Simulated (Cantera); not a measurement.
Input: 1 mol Si, 6.5 mol NF3, at 1.33 mbar.

Equilibrium computed with Cantera from the NASA thermochemical tables; the gas is ideal and each condensed phase is pure. Candidate condensed phases: Si, Si3N4; 16 gas species. Kinetics and transport are ignored. All values below are at 1125 K.

Base state: F 0.774, N2 0.166, SiF4 0.0511, F2 0.00912 (mole fractions); condensed: gas only.

Q: What changes in the equilibrium state with this change: pressure from 1.33 mbar to 0.133 bar?

A: 
| species | before | after |
|---|---|---|
| F | 0.774 | 0.434 |
| F2 | 0.00912 | 0.288 |
| N2 | 0.166 | 0.212 |
| SiF4 | 0.0511 | 0.0653 |
| NF3 | 3.46e-8 | 0.000693 |

Q: What changes in the equilibrium state with this change: NF3 from 6.5 to 0.95 mol?

A: 
```
species         before    after
-------------  -------  -------
SiF4            0.0511    0.714
N2               0.166    0.285
SiF3             <1e-9  0.00181
F                0.774    <1e-9
F2             0.00912    <1e-9
Si3N4(s), mol        0   0.0957
```
The tables' values for SiF3 are old estimates; treat these amounts as uncertain.
